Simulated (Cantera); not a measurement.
A closed system holds: 1 mol Si, 3.5 mol Cl2, 53 mol N2, held at 825 °C and 1.33 mbar.

Equilibrium computed with Cantera from the NASA thermochemical tables; the gas is ideal and each condensed phase is pure. Candidate condensed phases: Si, Si3N4; 13 gas species. Kinetics and transport are ignored.

Base state: N2 0.952, Cl2 0.0238, SiCl4 0.0180, Cl 0.00626 (mole fractions); condensed: gas only.

Problem. What changes in the equilibrium state with this change: pressure from 1.33 mbar to 4.60 mbar?

Solution. 
```
species   before    after
-------  -------  -------
N2         0.952    0.953
Cl2       0.0238   0.0252
SiCl4     0.0180   0.0180
Cl       0.00626  0.00347
```
